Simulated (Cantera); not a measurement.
Charge: 1 mol Cu₂O, 0.72 mol C, 1.2 mol H₂, held at 2250 K.

Equilibrium computed with Cantera from the NASA thermochemical tables; the gas is ideal and each condensed phase is pure. Candidate condensed phases: C, C₆H₆, C₇H₈, C₈H₁₈, Cu, CuO, Cu(OH)₂, Cu₂O, H₂O; 113 gas species. Kinetics and transport are ignored.

**Question.** Which condensed phases are stable at each of these points (P (Pa)): 10, 52, 270, 1400, 7200, 37000, 190000, 1000000?

**Answer.** 
```tsv
P (Pa)	condensed phases	Cu condensed (%)
10	gas only	0.0
52	gas only	0.0
270	gas only	0.0
1400	gas only	0.0
7200	Cu(l)	12.3
37000	Cu(l)	90.2
190000	Cu(l)	98.2
1000000	Cu(l)	99.7
```

From 0.0750 Torr to 10.5 Torr nothing is condensed. From 54.0 Torr to 7500 Torr the condensed part is Cu(l).
